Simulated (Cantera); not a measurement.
A Cantera script and its output.

```python
import numpy as np
import cantera as ct

gas = ct.Solution("SiF4_NH3_mec.yaml", "gas")
gas.TPX = 1550, 3200, {'NH3': 1, 'H2': 0.21}
reactor = ct.IdealGasConstPressureReactor(gas, energy="off", clone=False)
net = ct.ReactorNet([reactor])
net.rtol, net.atol = 1e-08, 1e-18
show = ['NH3', 'H2', 'N2', 'H', 'NH2']
times = np.geomspace(5e-06, 60, 13)

steps = ct.SolutionArray(gas, extra=["t"])
rows = []
print(f"{'t/s':>10s}{'T/K':>9s}{'P/Pa':>11s}" + "".join(f"{s:>11s}" for s in show))
for t in times:
    while net.time < t:
        t_next = net.step()
        steps.append(gas.state, t=t_next)
    rows.append([np.interp(t, steps.t, y) for y in (steps.T, steps.P, *steps(*show).X.T)])
    print(f"{t:10.3e}{rows[-1][0]:9.1f}{rows[-1][1]:11.4g}" + "".join(f"{x:11.3e}" for x in rows[-1][2:]))
rate = np.gradient(steps.T, steps.t)
print("integrator steps:", len(steps.t))
if steps.T.max() > steps.T[0] + 200:
    print(f"time of steepest temperature rise: {steps.t[rate.argmax()]:.4e} s")
gas.TPX = 1550, 3200, {'NH3': 1, 'H2': 0.21}
gas.equilibrate("TP")
print(f"equilibrium (TP): T = {gas.T:.1f} K  " + "  ".join(f"{s} {gas[s].X[0]:.3e}" for s in show))
```

Output:

```
       t/s      T/K       P/Pa        NH3         H2         N2          H        NH2
 5.000e-06   1550.0       3200  8.264e-01  1.736e-01  2.825e-23  1.622e-09  3.211e-09
 1.945e-05   1550.0       3200  8.264e-01  1.736e-01  3.664e-20  3.372e-09  1.543e-08
 7.565e-05   1550.0       3200  8.264e-01  1.736e-01  4.018e-17  7.950e-09  6.518e-08
 2.943e-04   1550.0       3200  8.264e-01  1.736e-01  2.831e-14  2.566e-08  2.588e-07
 1.145e-03   1550.0       3200  8.264e-01  1.736e-01  1.042e-11  9.454e-08  1.012e-06
 4.453e-03   1550.0       3200  8.264e-01  1.736e-01  1.762e-09  3.623e-07  3.938e-06
 1.732e-02   1550.0       3200  8.264e-01  1.736e-01  1.594e-07  1.400e-06  1.528e-05
 6.737e-02   1550.0       3200  8.263e-01  1.736e-01  1.119e-05  5.186e-06  5.659e-05
 2.621e-01   1550.0       3200  8.252e-01  1.744e-01  2.911e-04  9.121e-06  9.891e-05
 1.019e+00   1550.0       3200  8.203e-01  1.779e-01  1.642e-03  9.358e-06  9.885e-05
 3.965e+00   1550.0       3200  8.015e-01  1.916e-01  6.777e-03  1.015e-05  9.732e-05
 1.542e+01   1550.0       3200  7.348e-01  2.401e-01  2.506e-02  1.308e-05  9.181e-05
 6.000e+01   1550.0       3200  5.441e-01  3.786e-01  7.727e-02  2.273e-05  7.494e-05
integrator steps: 629
equilibrium (TP): T = 1550.0 K  NH3 5.469e-07  H2 7.736e-01  N2 2.262e-01  H 1.559e-04  NH2 2.530e-10
```

Model: the gas-phase N/H chemistry of the illustrative SiF4/NH3 mechanism in the Surface Chemkin manual (1991), integrated in Cantera. Walls and surfaces, which speed up NH3 decomposition in real reactors, are not modelled.
